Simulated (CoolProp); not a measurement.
Vapour-liquid equilibrium of CHF3 (R23) (1) + R227EA (2) at -6.05 °C; x and y are mole fractions of (1).

Model: multi-fluid Helmholtz-energy mixture model, Penoncello 2003 and Lemmon 2016; pair parameters Bell 2016, in CoolProp.

```
x     bubble pressure (kPa)  y at the bubble point  dew pressure at overall composition x (kPa)  liquid density (mol/L)
----  ---------------------  ---------------------  -------------------------------------------  ----------------------
0.05                  238.9                  0.362                                        162.9                   9.093
0.15                  420.5                  0.655                                        181.5                   9.565
0.25                  611.3                  0.776                                        204.8                   10.07
0.35                  803.1                  0.841                                        234.7                   10.62
0.45                  991.8                  0.881                                        274.7                   11.20
0.55                      ?                      ?                                        330.9                   11.84
0.65                   1362                  0.932                                        415.5                   12.53
0.75                   1552                  0.952                                        557.4                   13.27
0.85                   1756                      ?                                        840.3                   14.08
0.95                   1984                  0.990                                         1536                   14.95
```

Problem. What belongs in the gaps?

Solution. 
- 0.55, bubble pressure (kPa): 1177
- 0.55, y at the bubble point: 0.910
- 0.85, y at the bubble point: 0.970

No azeotrope shows between x = 0.05 and 0.95.

The pair parameters rest on a limited set of measurements; away from them the model extrapolates.
